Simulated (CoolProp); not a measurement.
R1336mzz(Z) along the isotherm 298.2 K: fugacity coefficient from the reference equation and from simpler models built on Tc = 444.5 K, pc = 29.04 bar, ω = 0.386; each cubic takes its own stable root.

The numbers come from the reference Helmholtz-energy equation of state, McLinden 2020 in CoolProp.

| p (bar) | phase | reference |
|---|---|---|
| 9.07 | liquid | 0.08122 |
| 18.1 | liquid | 0.04251 |
| 27.2 | liquid | 0.02956 |
| 36.3 | liquid | 0.02314 |
| 45.4 | liquid | 0.01933 |
| 54.4 | liquid | 0.01684 |
| 63.5 | liquid | 0.01507 |
| 72.6 | liquid | 0.01377 |

**Question.** How far does each simpler model (van der Waals, Redlich-Kwong, Soave-Redlich-Kwong, Peng-Robinson) lie from the reference over these 8 states: mean and median of the absolute difference, and the worst?

**Answer.** 
- van der Waals: mean 553.3 %, median 552.5 %, worst +629.8 % at 298.2 K and 72.6 bar
- Redlich-Kwong: mean 141.8 %, median 141.9 %, worst +150.0 % at 298.2 K and 72.6 bar
- Soave-Redlich-Kwong: mean 3.9 %, median 3.9 %, worst +6.5 % at 298.2 K and 72.6 bar
- Peng-Robinson: mean 1.8 %, median 1.8 %, worst +2.3 % at 298.2 K and 72.6 bar
